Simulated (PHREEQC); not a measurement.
Dissolve 0.038 mol HCl, 0.0062 mol FeCl3 and 4.3e-05 mol CuCl2 per kg of water at 25 °C. Closed to the air; pH follows from the charge balance.

Computed with PHREEQC (ion-association model, wateq4f.dat).

### Question
The ionic strength comes out as 0.0669 mol/kgw. What activity coefficients do Fe+3, Fe2(OH)2+4, FeCl2+, H+, CuCl+ get?

### Answer
Fe+3 0.21, Fe2(OH)2+4 0.031, FeCl2+ 0.80, H+ 0.84, CuCl+ 0.80.

This is a speciation only: nothing precipitates in the calculation. The solution is supersaturated, for example in Hematite (slow to form), Goethite (slow to form), so a real one may precipitate; this is no full list. Species that the database lacks are ignored.
